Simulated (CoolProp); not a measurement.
A single-stage vapour-compression cycle with the fluid: evaporating at 198.15 K (dew point), condensing at 264.15 K (bubble point), superheat 0 K, subcooling 2 K, compressor efficiency 0.9, no pressure losses. The same conditions are run with several fluids, on thermodynamics alone (safety and materials aside).

Computed with CoolProp (reference Helmholtz-energy equation of state of each fluid (fluoroethane (R161): Wu 2012; CH3F (R41): Lemmon 2006; R13: Platzer 1990; CH2F2 (R32): Tillner-Roth 1997; R125: Lemmon 2005; hydrogen sulfide: Lemmon 2006)). The equations of Platzer and Polt are older, rougher fits.

```csv
fluid,cooling COP,pressure ratio,discharge temperature (K),refrigerating effect (kJ/kg),volumetric capacity (kJ/m³)
fluoroethane (R161),2.10,?,?,337,?
CH3F (R41),1.92,13.1,?,342,900
R13,1.79,?,296.3,82.5,778
CH2F2 (R32),1.99,23.0,387.7,303,?
R125,1.94,22.9,285.2,106,170
hydrogen sulfide,1.98,17.4,419.9,434,411
```

Question: What belongs in the gaps?

Answer: 
- fluoroethane (R161), pressure ratio: 25.9
- fluoroethane (R161), discharge temperature (K): 341.3
- fluoroethane (R161), volumetric capacity (kJ/m³): 122
- CH3F (R41), discharge temperature (K): 370.3
- R13, pressure ratio: 11.0
- CH2F2 (R32), volumetric capacity (kJ/m³): 255
